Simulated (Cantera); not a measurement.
An isothermal plug-flow reactor at 850 K and 4.40 bar (inlet), inlet velocity 1 m/s, active area per volume 2000 1/m; feed CO : O2 : N2 = 0.0037 : 0.026 : 0.79 (molar parts), equivalence ratio 0.071.

Computed with Cantera and Deutschmann's 1995 Pt surface mechanism with GRI-Mech 3.0 gas chemistry. Catalytic surfaces can have several steady states; this one follows from the mechanism file's or the stated starting coverage. Mass transfer to the wall is taken as infinitely fast.

x: gas mole fraction; θ: surface coverage.

```json
[
 {"z (m)": "3.8e-05", "x CO": "0.00142", "x O2": "0.0302", "x H2O": "<1e-12", "x CO2": "0.00310", "θ free Pt": "0.115", "θ O*": "0.881", "θ CO*": "0.00452"},
 {"z (m)": "6.3e-05", "x CO": "0.00120", "x O2": "0.0301", "x H2O": "<1e-12", "x CO2": "0.00332", "θ free Pt": "0.0931", "θ O*": "0.904", "θ CO*": "0.00244"},
 {"z (m)": "0.00011", "x CO": "0.000959", "x O2": "0.0300", "x H2O": "<1e-12", "x CO2": "0.00356", "θ free Pt": "0.0805", "θ O*": "0.918", "θ CO*": "0.00144"},
 {"z (m)": "0.00018", "x CO": "0.000735", "x O2": "0.0299", "x H2O": "<1e-12", "x CO2": "0.00379", "θ free Pt": "0.0730", "θ O*": "0.926", "θ CO*": "0.000897"},
 {"z (m)": "0.00029", "x CO": "___", "x O2": "0.0298", "x H2O": "<1e-12", "x CO2": "0.00401", "θ free Pt": "0.0676", "θ O*": "0.932", "θ CO*": "___"},
 {"z (m)": "0.00049", "x CO": "0.000297", "x O2": "0.0297", "x H2O": "<1e-12", "x CO2": "0.00423", "θ free Pt": "0.0633", "θ O*": "0.936", "θ CO*": "0.000270"},
 {"z (m)": "0.00082", "x CO": "0.000130", "x O2": "0.0296", "x H2O": "<1e-12", "x CO2": "0.00439", "θ free Pt": "0.0606", "θ O*": "0.939", "θ CO*": "0.000108"},
 {"z (m)": "0.0014", "x CO": "___", "x O2": "0.0295", "x H2O": "<1e-12", "x CO2": "0.00449", "θ free Pt": "0.0592", "θ O*": "0.941", "θ CO*": "___"},
 {"z (m)": "0.0023", "x CO": "4.33e-6", "x O2": "0.0295", "x H2O": "<1e-12", "x CO2": "0.00452", "θ free Pt": "0.0588", "θ O*": "0.941", "θ CO*": "3.38e-6"},
 {"z (m)": "0.0038", "x CO": "1.45e-7", "x O2": "0.0295", "x H2O": "<1e-12", "x CO2": "0.00452", "θ free Pt": "0.0588", "θ O*": "0.941", "θ CO*": "1.13e-7"}
]
```

Problem. What belongs in the gaps?

Solution. 
- 0.00029, x CO: 0.000517
- 0.00029, θ CO*: 0.000538
- 0.0014, x CO: 3.36e-5
- 0.0014, θ CO*: 2.66e-5
